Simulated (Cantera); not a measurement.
Charge: 1 mol MgO, 1.2 mol HI, 0.54 mol O₂, equilibrated at 1048.15 K and 0.133 bar.

Method: chemical equilibrium by Gibbs-energy minimisation in Cantera with the NASA 1993 tables (ideal gas, pure condensed phases). Candidate condensed phases: H₂O, I₂, Mg, MgI₂, MgO, Mg(OH)₂; 20 gas species. Rates play no part.

Base state: H₂O 0.389, I₂ 0.323, O₂ 0.156, I 0.132, HI 8.98e-5 (mole fractions); condensed: MgO(s).

**Question.** What changes in the equilibrium state with this change: HI from 1.2 to 0.02 mol?

**Answer.** 
```
species       before    after
-----------  -------  -------
O₂             0.156    0.954
I              0.132   0.0204
H₂O            0.389   0.0178
I₂             0.323  0.00766
HI           8.98e-5  1.88e-6
MgO(s), mol     1.00     1.00
```
